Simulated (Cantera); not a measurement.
Input: 1 mol Si(CH₃)₄, 0.0058 mol C₃H₈, 130 mol H₂, held at 1330 Pa.

These are equilibrium values from Cantera (NASA tables, ideal gas, pure condensed phases), not measurements of a reactor. Candidate condensed phases: C, C₆H₆, C₇H₈, C₈H₁₈, Si, SiC; 87 gas species. Gases not in the tables: Si₂H₆ and higher silanes. Kinetics and transport are ignored.

Task: Which condensed phases are stable at each of these points (T (K)): 973, 1123, 1273, 1423, 1573, 1723, 1873, 2023, 2173, 2323, 2473?

Result: 
```csv
T (K),condensed phases,Si condensed (%)
973,C(graphite) + SiC(s),100.0
1123,C(graphite) + SiC(s),100.0
1273,C(graphite) + SiC(s),100.0
1423,C(graphite) + SiC(s),100.0
1573,C(graphite) + SiC(s),100.0
1723,C(graphite) + SiC(s),100.0
1873,C(graphite) + SiC(s),99.6
2023,C(graphite) + SiC(s),95.8
2173,C(graphite) + SiC(s),63.2
2323,C(graphite),0.0
2473,C(graphite),0.0
```

From 973 K to 2173 K the condensed part is C(graphite) + SiC(s). From 2323 K to 2473 K the condensed part is C(graphite).
